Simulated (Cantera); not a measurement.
A perfectly stirred reactor is fed with CH3OH : O2 : N2 = 1 : 1.72 : 6.9 (molar parts), equivalence ratio 0.87, at 1.80 bar; it is adiabatic with a 698 K inlet, and is followed from long to short residence time, starting on the burning branch (τ in s: 0.066, 0.027, 0.011, 0.0045, 0.0018, 0.00075, 0.00031, 0.00013, 5.1e-05, 2.1e-05, 8.6e-06, 3.5e-06).

Cantera simulation using GRI-Mech 3.0 (53 species, 325 reactions); the numbers are that mechanism's predictions, not measurements. GRI-Mech 3.0 was tuned for natural gas; its chemistry of methanol as a main component is partial and can be far from experiment.

One state of this run: T (K) = 2007; x CH3OH = 9.21e-5; x O2 = 0.0375; x HO2 = 2.67e-5; x CH4 = 2.85e-6; x HCO = 1.38e-5. x: mole fraction; the columns are a selection and need not sum to one.

### Question
Which value of τ (s) does it belong to?
(A) 0.066
(B) 0.00013
(C) 0.011
(D) 0.0018

### Answer
B, 0.00013
